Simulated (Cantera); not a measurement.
An isothermal, constant-pressure homogeneous reactor starts with CH₂O : O₂ : N₂ = 0.0026 : 0.005 : 1 (molar parts), equivalence ratio 0.52, at 1550 K and 2.90 bar.

Model: GRI-Mech 3.0 (53 species, 325 reactions), integrated in Cantera.

x: mole fraction; the columns are a selection and need not sum to one.

```
t (s)       x CH₂O     x O₂     x CO₂        x OH      x NO      x CO    x HO₂
--------  --------  -------  --------  ----------  --------  --------  -------
2.00e-6    0.00258  0.00496    <1e-12  (withheld)    <1e-12   4.33e-7  1.67e-7
8.53e-6    0.00258  0.00496  3.40e-11  (withheld)    <1e-12   5.23e-6  1.00e-6
3.64e-5    0.00244  0.00494   2.78e-8  (withheld)  1.01e-12  0.000139  1.19e-5
0.000155  8.45e-11  0.00368  0.000212  (withheld)   8.79e-8   0.00236  1.84e-6
0.000663  3.76e-12  0.00286   0.00147  (withheld)   1.82e-6   0.00111  1.25e-6
0.00283     <1e-12  0.00248   0.00233  (withheld)   2.77e-6  0.000253  6.03e-7
0.0121      <1e-12  0.00239   0.00255  (withheld)   3.07e-6   2.72e-5  1.11e-7
0.0515      <1e-12  0.00238   0.00258  (withheld)   3.13e-6   2.13e-6  1.06e-8
0.220       <1e-12  0.00238   0.00258     5.18e-6   3.14e-6   3.89e-7  2.33e-9
0.937       <1e-12  0.00238   0.00258     4.80e-6   3.16e-6   3.16e-7  1.99e-9
4.00        <1e-12  0.00238   0.00258     4.80e-6   3.25e-6   3.16e-7  1.99e-9
```

Complete the blanks.


- 2.00e-6, x OH: 8.57e-9
- 8.53e-6, x OH: 7.67e-8
- 3.64e-5, x OH: 1.12e-6
- 0.000155, x OH: 0.000238
- 0.000663, x OH: 0.000158
- 0.00283, x OH: 7.21e-5
- 0.0121, x OH: 2.67e-5
- 0.0515, x OH: 9.88e-6
